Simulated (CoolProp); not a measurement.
Propylene at 293.15 K and 0.196 MPa is throttled through a valve to 0.0626 MPa with no heat exchange. Each further row changes one setting.

Values from CoolProp's reference Helmholtz-energy equation of state, Lemmon 2013.

```tsv
case	temperature change (K)	final density (kg/m³)
as stated	___	___
outlet pressure 0.0188 MPa	___	___
outlet pressure 0.0814 MPa	___	___
```

What belongs in the gaps?


- as stated, temperature change (K): -2.4
- as stated, final density (kg/m³): 1.10
- outlet pressure 0.0188 MPa, temperature change (K): -3.3
- outlet pressure 0.0188 MPa, final density (kg/m³): 0.329
- outlet pressure 0.0814 MPa, temperature change (K): -2.1
- outlet pressure 0.0814 MPa, final density (kg/m³): 1.43
